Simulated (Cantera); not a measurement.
An isothermal plug-flow reactor at 523 K and 5.00 bar (inlet), inlet velocity 0.068 m/s, active area per volume 800 1/m; feed 0.763 % H2, 16.5 % O2, 81.4 % N2, 1.34 % H2O, equivalence ratio 0.023.

Model: Deutschmann's 1995 Pt surface mechanism with GRI-Mech 3.0 gas chemistry, integrated in Cantera. Catalytic surfaces can have several steady states; this one follows from the mechanism file's or the stated starting coverage. Mass transfer to the wall is taken as infinitely fast.

x: gas mole fraction; θ: surface coverage.

| z (m) | x H2 | x O2 | x H2O | θ free Pt | θ O* | θ OH* |
|---|---|---|---|---|---|---|
| 3.3e-05 | 0.00436 | 0.164 | 0.0167 | 0.0402 | 0.904 | 0.0554 |
| 6.4e-05 | 0.00310 | 0.163 | 0.0180 | 0.0287 | 0.923 | 0.0483 |
| 0.00012 | ? | 0.163 | 0.0190 | ? | 0.941 | ? |
| 0.00024 | 0.00117 | 0.162 | 0.0199 | 0.0109 | 0.958 | 0.0313 |
| 0.00046 | ? | 0.162 | 0.0204 | ? | 0.970 | ? |
| 0.00089 | 0.000354 | 0.162 | 0.0207 | 0.00330 | 0.979 | 0.0177 |
| 0.0017 | 0.000189 | 0.162 | 0.0209 | 0.00176 | 0.985 | 0.0130 |
| 0.0033 | 9.85e-5 | 0.162 | 0.0210 | 0.000920 | 0.990 | 0.00941 |

Q: What belongs in the gaps?

A: 
- 0.00012, x H2: 0.00204
- 0.00012, θ free Pt: 0.0189
- 0.00012, θ OH*: 0.0403
- 0.00046, x H2: 0.000658
- 0.00046, θ free Pt: 0.00612
- 0.00046, θ OH*: 0.0238
